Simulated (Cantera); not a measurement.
A Cantera script and what it prints.

```python
import numpy as np
import cantera as ct

gas_names = """
    H HNO HNO2 HNO3 HO2 H2 H2O H2O2 N NH NH2 NH3 NH2OH NO NO2 NO3 N2 N2H2 N2H4 N2O O OH O2 O3 V VN VO
    VO2
""".split()
cond_names = """
    H2O(s) H2O(L) V(cr) V(L) VN(s) VO(s) VO(L) V2O3(s) V2O3(L) V2O4(I) V2O4(II) V2O4(L) V2O5(s) V2O5(L)
""".split()


def load(file, names, dense=False):
    # The tables refer to 1 bar. Condensed volumes are neglected.
    table = {s.name: s for s in ct.Species.list_from_file(file)}
    out = []
    for n in names:
        d = dict(table[n].input_data)
        d["thermo"] = dict(d["thermo"], **{"reference-pressure": 1e5})
        if dense:
            d["equation-of-state"] = {"model": "constant-volume", "density": "1e6 g/cm^3"}
        out.append(ct.Species.from_dict(d))
    return out


gas = ct.Solution(thermo="ideal-gas", species=load("nasa_gas.yaml", gas_names))
cond = {s.name: ct.Solution(thermo="fixed-stoichiometry", species=[s], name=s.name)
        for s in load("nasa_condensed.yaml", cond_names, dense=True)}
atoms = {
    'V2O3': {'V': 2, 'O': 3},
    'H2': {'H': 2},
    'N2': {'N': 2},
}
top_T = {'VN(s)': 2300}  # K; cautious upper limits of use, not melting points


def equilibrate(T, P, feed):
    n = {}
    for name, mol in feed.items():
        for a, k in atoms[name].items():
            n[a] = n.get(a, 0.0) + k * mol
    gas.TPX = T, P, n
    mass = sum(n.values()) * gas.mean_molecular_weight
    gas.equilibrate("TP")
    valid = [c for c in cond.values() if c.min_temp <= T <= top_T.get(c.name, c.max_temp)]
    mix = ct.Mixture([(gas, mass / gas.mean_molecular_weight)] + [(c, 0.0) for c in valid])
    mix.T, mix.P = T, P
    mix.equilibrate("TP", solver="vcs", rtol=1e-11, max_steps=5000)
    return mix


results = []
feed = {'V2O3': 1, 'H2': 72, 'N2': 45}  # mol
T = 2123.15  # K
for P in [10, 36, 130, 460, 1700, 6000, 22000, 77000, 280000, 1000000]:
    mix = equilibrate(T, P, feed)
    results.append((T, P, feed, dict(zip(mix.species_names, mix.species_moles))))
    x = sorted(zip(gas.X, gas.species_names), reverse=True)
    print(f"T = {T:g} K  P = {P:g} Pa  gas = {mix.phase_moles(0):.4g} mol")
    print("   x: " + "  ".join(f"{s} {v:.3e}" for v, s in x if v > 0.001))
    print("   condensed (mol): " + ("  ".join(f"{mix.phase(i).name} {mix.phase_moles(i):.4g}"
          for i in range(1, mix.n_phases) if mix.phase_moles(i) > 1e-12) or "none"))
```

It prints:

```
T = 2123.15 K  P = 10 Pa  gas = 134.6 mol
   x: H2 4.168e-01  N2 3.343e-01  H 2.318e-01  VO 7.676e-03  VO2 6.157e-03  H2O 2.089e-03  V 1.024e-03
   condensed (mol): none
T = 2123.15 K  P = 36 Pa  gas = 127.5 mol
   x: H2 4.956e-01  N2 3.529e-01  H 1.332e-01  VO 8.159e-03  VO2 6.418e-03  H2O 2.436e-03  V 1.110e-03
   condensed (mol): none
T = 2123.15 K  P = 130 Pa  gas = 123.5 mol
   x: H2 5.437e-01  N2 3.644e-01  H 7.343e-02  VO 8.152e-03  VO2 6.458e-03  H2O 2.691e-03  V 1.101e-03
   condensed (mol): VO(L) 0.06013
T = 2123.15 K  P = 460 Pa  gas = 120.1 mol
   x: H2 5.742e-01  N2 3.747e-01  H 4.012e-02  H2O 5.146e-03  VO2 3.304e-03  VO 2.304e-03
   condensed (mol): VO(L) 1.306
T = 2123.15 K  P = 1700 Pa  gas = 118.5 mol
   x: H2 5.899e-01  N2 3.798e-01  H 2.115e-02  H2O 7.220e-03  VO2 1.221e-03
   condensed (mol): VO(L) 1.777
T = 2123.15 K  P = 6000 Pa  gas = 117.7 mol
   x: H2 5.978e-01  N2 3.822e-01  H 1.133e-02  H2O 8.100e-03
   condensed (mol): VO(L) 1.933
T = 2123.15 K  P = 22000 Pa  gas = 117.4 mol
   x: H2 6.021e-01  N2 3.834e-01  H2O 8.404e-03  H 5.940e-03
   condensed (mol): VO(L) 1.981
T = 2123.15 K  P = 77000 Pa  gas = 117.2 mol
   x: H2 6.043e-01  N2 3.840e-01  H2O 8.497e-03  H 3.181e-03
   condensed (mol): VO(L) 1.995
T = 2123.15 K  P = 280000 Pa  gas = 117.1 mol
   x: H2 6.055e-01  N2 3.843e-01  H2O 8.529e-03  H 1.670e-03
   condensed (mol): VO(L) 1.999
T = 2123.15 K  P = 1e+06 Pa  gas = 117 mol
   x: H2 6.061e-01  N2 3.844e-01  H2O 8.540e-03
   condensed (mol): VO(L) 2
```

Cantera equilibrium calculation (NASA polynomials, part measured and part estimated; ideal gas, pure solids and liquids). VO: taken at fixed stoichiometry.
